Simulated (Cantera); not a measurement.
Input: 1 mol FeS, 36 mol H2, 0.13 mol H2O, held at 32.0 Pa.

These are equilibrium values from Cantera (NASA tables, ideal gas, pure condensed phases), not measurements of a reactor. Candidate condensed phases: Fe, FeO, Fe(OH)2, Fe(OH)3, FeS, FeSO4, FeS2, Fe2O3, Fe2(SO4)3, Fe3O4, H2O, H2SO4, S; 22 gas species. Metal and sulfide melt together well below either melting point, which pure phases cannot show. Mutual solubility and eutectic melting of coexisting phases are not modelled. FeS: taken at fixed stoichiometry. Gases not in the tables: S3 to S7. The numbers say what is thermodynamically allowed, not how fast it happens.

log p: log10 of the partial pressure in bar; n: condensed amount in mol.

| T (K) | log p H2 | log p H | log p Fe | log p S | log p S2 | log p H2S | n Fe(α) | n FeS(s) | n Fe(γ) |
|---|---|---|---|---|---|---|---|---|---|
| 750 | -3.50 | -14.25 | <-15 | <-15 | <-15 | -7.60 | 0.00286 | 0.997 | 0 |
| 850 | -3.50 | -12.44 | <-15 | <-15 | -13.04 | -7.06 | 0.00989 | 0.990 | 0 |
| 950 | -3.50 | ___ | ___ | ___ | ___ | ___ | ___ | 0.974 | 0 |
| 1050 | -3.50 | -9.84 | -12.81 | -12.33 | -9.41 | -6.29 | 0.0579 | 0.942 | 0 |
| 1150 | -3.50 | -8.88 | -11.07 | -10.71 | -8.04 | -6.00 | 0.116 | 0.884 | 0 |
| 1250 | -3.50 | -8.07 | -9.61 | -9.35 | -6.89 | -5.76 | 0 | 0.769 | 0.231 |
| 1350 | -3.50 | -7.37 | -8.37 | -8.19 | -5.92 | -5.55 | 0 | 0.392 | 0.608 |
| 1450 | -3.50 | -6.78 | -7.30 | -7.42 | -5.54 | -5.60 | 0 | 0 | 0.994 |
| 1550 | -3.51 | -6.25 | -6.38 | -6.89 | -5.50 | -5.79 | 0 | 0 | 0.952 |
| 1650 | -3.51 | -5.80 | -5.57 | -6.45 | -5.50 | -5.98 | 0 | 0 | 0.688 |
| 1750 | -3.52 | -5.39 | -5.07 | -6.08 | -5.54 | -6.18 | 0 | 0 | 0 |
| 1850 | -3.53 | ___ | -5.08 | ___ | ___ | ___ | 0 | 0 | 0 |
| 1950 | -3.55 | -4.71 | -5.09 | -5.52 | -5.76 | -6.59 | 0 | 0 | 0 |
| 2050 | -3.57 | -4.43 | -5.10 | -5.36 | -6.00 | -6.86 | 0 | 0 | 0 |

**Question.** Complete the blanks.

**Answer.** 
- 950, log p H: -11.00
- 950, log p Fe: -14.95
- 950, log p S: -14.27
- 950, log p S2: -11.04
- 950, log p H2S: -6.64
- 950, n Fe(α): 0.0262
- 1850, log p H: -5.03
- 1850, log p S: -5.77
- 1850, log p S2: -5.62
- 1850, log p H2S: -6.37
